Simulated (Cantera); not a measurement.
# Adiabatic ignition

An adiabatic, constant-volume homogeneous reactor starts with CO : H2 : O2 : N2 = 1 : 0.22 : 0.305 : 1.15 (molar parts), equivalence ratio 2.0, at 1500 K and 5.00 bar.

Model: GRI-Mech 3.0 (53 species, 325 reactions), integrated in Cantera. The hydrogen kinetics of GRI-Mech 3.0 are dated; newer H2 mechanisms differ, most at raised pressure. Above 3000 K some thermodynamic fits are extrapolated.

```csv
t (s),T (K),P (bar),x CO,x H2,x O2,x NO,x HO2
3.00e-6,1504,5.01,0.373,0.0806,0.113,5.10e-10,9.28e-5
1.07e-5,2851,8.80,0.272,0.0161,0.0154,0.000361,8.89e-6
3.82e-5,3111,9.43,0.263,0.0149,0.00825,0.00305,6.38e-6
0.000136,3098,9.39,0.264,0.0152,0.00737,0.00698,5.73e-6
0.000486,3096,9.39,0.264,0.0153,0.00722,0.00767,5.62e-6
0.00173,3096,9.39,0.264,0.0153,0.00722,0.00767,5.62e-6
0.00618,3096,9.39,0.264,0.0153,0.00722,0.00767,5.62e-6
0.0220,3096,9.39,0.264,0.0153,0.00722,0.00767,5.62e-6
0.0786,3096,9.39,0.264,0.0153,0.00722,0.00767,5.62e-6
0.280,3096,9.39,0.264,0.0153,0.00722,0.00767,5.62e-6
1.00,3096,9.39,0.264,0.0153,0.00722,0.00767,5.62e-6
```
x: mole fraction; the columns are a selection and need not sum to one.

```yaml
time_of_steepest_temperature_rise: 4.66 µs
temperature at 1.00 s: 3096 K
equilibrium_temperature: 3096 K
x(CO) at 1.00 s: 0.264 (gas-phase equilibrium 0.264)
x(H2) at 1.00 s: 0.0153 (gas-phase equilibrium 0.0153)
x(O2) at 1.00 s: 0.00722 (gas-phase equilibrium 0.00722)
```
